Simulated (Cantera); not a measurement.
Cantera run, input and output.

```python
import numpy as np
import cantera as ct

gas = ct.Solution("gri30.yaml")
gas.TPX = 1900, 2666, {'NO': 1, 'N2': 1.5}
inlet = ct.Reservoir(gas, clone=True)

reactor = ct.IdealGasConstPressureReactor(gas, energy="off", clone=False)
exhaust = ct.Reservoir(gas, clone=True)
tau = [11, 3.6, 1.2, 0.42, 0.15, 0.05, 0.017, 0.0058, 0.002, 0.00068][0]
for a, b in ((inlet, reactor), (reactor, exhaust)):
    ct.MassFlowController(a, b, mdot=lambda t: reactor.mass / tau)
net = ct.ReactorNet([reactor])
show = ['NO', 'N2O', 'N2', 'O2', 'O', 'NO2']

rows = []
print(f"{'tau/s':>10s}{'T/K':>9s}" + "".join(f"{s:>11s}" for s in show))
for tau in [11, 3.6, 1.2, 0.42, 0.15, 0.05, 0.017, 0.0058, 0.002, 0.00068]:
    net.initial_time = 0.0
    net.advance(30 * tau)
    before = gas.X
    net.advance(40 * tau)
    drift = np.max(np.abs(gas.X - before) / (gas.X + 1e-9))
    rows.append([gas.T, *gas[show].X, drift])
    print(f"{tau:10.3e}{gas.T:9.1f}" + "".join(f"{x:11.3e}" for x in gas[show].X))
```

Output:

```
     tau/s      T/K         NO        N2O         N2         O2          O        NO2
 1.100e+01   1900.0  3.039e-01  3.064e-05  6.479e-01  4.775e-02  4.390e-04  4.768e-05
 3.600e+00   1900.0  3.682e-01  4.874e-05  6.157e-01  1.566e-02  2.922e-04  3.417e-05
 1.200e+00   1900.0  3.901e-01  5.654e-05  6.048e-01  4.770e-03  2.150e-04  2.345e-05
 4.200e-01   1900.0  3.967e-01  5.750e-05  6.015e-01  1.499e-03  1.777e-04  1.831e-05
 1.500e-01   1900.0  3.989e-01  5.335e-05  6.005e-01  4.372e-04  1.468e-04  1.508e-05
 5.000e-02   1900.0  3.997e-01  4.175e-05  6.001e-01  8.535e-05  9.826e-05  1.060e-05
 1.700e-02   1900.0  3.999e-01  2.489e-05  6.000e-01  9.732e-06  4.334e-05  4.635e-06
 5.800e-03   1900.0  4.000e-01  1.122e-05  6.000e-01  8.777e-07  1.424e-05  1.129e-06
 2.000e-03   1900.0  4.000e-01  4.330e-06  6.000e-01  9.300e-08  4.698e-06  1.977e-07
 6.800e-04   1900.0  4.000e-01  1.535e-06  6.000e-01  1.044e-08  1.576e-06  2.744e-08
```

Cantera simulation using GRI-Mech 3.0 (53 species, 325 reactions); the numbers are that mechanism's predictions, not measurements. Radical loss at walls, strong at low pressure, is not modelled.
